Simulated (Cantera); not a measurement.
## Reactions in the system B-Cl-O

Cantera with NASA thermochemical tables; ideal gases at 1 bar, condensed phases pure. Values are per mole of reaction as written; species without (g) are pure solids or liquids, kept so even where they would boil at 1 bar. The tables' values for BOCl are old estimates.

3 Cl2(g) + B2O3(g) = 2 BCl3(g) + 3 O(g)

```
T (K)  ΔH° (kJ)  ΔS° (J/K)  ΔG° (kJ)  log10 K
-----  --------  ---------  --------  -------
300       777.6      110.6     744.5  -129.62
650       784.7      126.3     702.6   -56.46
800       787.3      130.0     683.3   -44.62
950       789.6      132.6     663.6   -36.49
1100      791.8      134.7     643.6   -30.56
1250      793.8      136.4     623.2   -26.04
1400      795.6      137.8     602.7   -22.49
1550      797.3      138.9     581.9   -19.61
1700      798.8      139.9     561.0   -17.24
1850      800.2      140.6     540.0   -15.25
2000      801.3      141.2     518.8   -13.55
2150      802.3      141.7     497.6   -12.09
```

B2O2(g) + BCl3(g) + O(g) = 3 BOCl(g)

| T (K) | ΔH° (kJ) | ΔS° (J/K) | ΔG° (kJ) | log10 K |
|---|---|---|---|---|
| 300 | -339.1 | 18.4 | -344.6 | 60.00 |
| 650 | -341.4 | 13.3 | -350.0 | 28.13 |
| 800 | -342.3 | 12.0 | -351.9 | 22.98 |
| 950 | -343.2 | 11.0 | -353.7 | 19.44 |
| 1100 | -344.0 | 10.2 | -355.2 | 16.87 |
| 1250 | -344.8 | 9.5 | -356.7 | 14.91 |
| 1400 | -345.6 | 8.9 | -358.1 | 13.36 |
| 1550 | -346.3 | 8.4 | -359.4 | 12.11 |
| 1700 | -347.0 | 8.0 | -360.6 | 11.08 |
| 1850 | -347.7 | 7.6 | -361.8 | 10.22 |
| 2000 | -348.4 | 7.2 | -362.9 | 9.48 |
| 2150 | -349.1 | 6.9 | -364.0 | 8.84 |

B2O3(g) = B2O2(g) + O(g)

| T (K) | ΔH° (kJ) | ΔS° (J/K) | ΔG° (kJ) | log10 K |
|---|---|---|---|---|
| 300 | 629.1 | 120.0 | 593.1 | -103.27 |
| 650 | 632.1 | 126.8 | 549.7 | -44.17 |
| 800 | 632.8 | 127.8 | 530.6 | -34.64 |
| 950 | 633.3 | 128.4 | 511.4 | -28.12 |
| 1100 | 633.8 | 128.8 | 492.1 | -23.37 |
| 1250 | 634.1 | 129.1 | 472.7 | -19.75 |
| 1400 | 634.4 | 129.3 | 453.3 | -16.91 |
| 1550 | 634.6 | 129.5 | 433.9 | -14.62 |
| 1700 | 634.8 | 129.6 | 414.5 | -12.74 |
| 1850 | 635.0 | 129.7 | 395.0 | -11.15 |
| 2000 | 635.1 | 129.8 | 375.6 | -9.81 |
| 2150 | 635.3 | 129.8 | 356.1 | -8.65 |
